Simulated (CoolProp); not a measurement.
Saturation properties of the fluoroketone C6F12O (FK-5-1-12).

Model: reference Helmholtz-energy equation of state, McLinden 2015, in CoolProp.

| T (K) | p (MPa) | enthalpy of vaporisation (kJ/kg) | vapour Z |
|---|---|---|---|
| 310.3 | ? | ? | 0.9525 |
| 315.1 | 0.07865 | 90.04 | 0.9461 |
| 319.8 | 0.09315 | 88.66 | 0.9392 |
| 324.6 | ? | 87.23 | 0.9316 |
| 329.3 | 0.1288 | 85.79 | 0.9236 |
| 334.1 | 0.1504 | 84.30 | 0.9148 |
| 338.9 | ? | 82.76 | 0.9053 |
| 343.6 | 0.2014 | 81.22 | 0.8954 |
| 348.4 | 0.2318 | 79.61 | 0.8845 |
| 353.1 | 0.2647 | 77.98 | 0.8732 |
| 357.9 | 0.3020 | 76.26 | ? |

Problem. What belongs in the gaps?

Solution. 
- 310.3, p (MPa): 0.06573
- 310.3, enthalpy of vaporisation (kJ/kg): 91.43
- 324.6, p (MPa): 0.1100
- 338.9, p (MPa): 0.1748
- 357.9, vapour Z: 0.8608

It boils at 322.2 K under 1 atm.
